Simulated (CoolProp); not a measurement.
Aqueous potassium acetate as a coolant, at -7 °C, 1 atm.

The numbers come from the Melinder's fits for secondary coolants in CoolProp.

```
mass %  freezing point (°C)  cp (kJ/(kg K))  Prandtl number  viscosity (mPa s)  conductivity (W/(m K))
------  -------------------  --------------  --------------  -----------------  ----------------------
17.2                   -9.0           3.557            24.9         (withheld)                   0.501
20.8                  -11.9           3.447            27.4               3.90                   0.491
24.4                  -15.5      (withheld)      (withheld)               4.39                   0.481
28                    -20.1           3.233            34.4               5.01                   0.471
31.6                  -25.7           3.128            39.5               5.83                   0.462
35.2                  -32.3           3.025            46.0               6.89                   0.452
38.8                  -39.6           2.924            54.4               8.25                   0.444
42.4             (withheld)           2.827      (withheld)               9.95                   0.435
```

Question: Fill in the missing entries.

Answer: 
- 17.2, viscosity (mPa s): 3.51
- 24.4, cp (kJ/(kg K)): 3.339
- 24.4, Prandtl number: 30.5
- 42.4, freezing point (°C): -47.1
- 42.4, Prandtl number: 64.7
